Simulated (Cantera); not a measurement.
Mixture: CH4 : H2 : O2 : N2 = 1 : 0.86 : 2.03 : 7.61 (molar parts), equivalence ratio 1.2, at 1.01 bar, adiabatic and at constant volume. Ignition delay is the time to a rise of 400 K.

Computed with Cantera and GRI-Mech 3.0 (53 species, 325 reactions).

**Question.** Predict: delay at 1200 K; delay at 1300 K; delay at 1400 K; delay at 1500 K; delay at 1600 K; apparent activation energy between 1550 and 1650 K.

**Answer.** 
```
Item                                                     Value
--------------------------------------------------  ----------
delay at 1200 K                                        1.10 ms
delay at 1300 K                                       0.501 ms
delay at 1400 K                                       0.252 ms
delay at 1500 K                                       0.140 ms
delay at 1600 K                                        83.9 µs
apparent activation energy between 1550 and 1650 K  100 kJ/mol
```
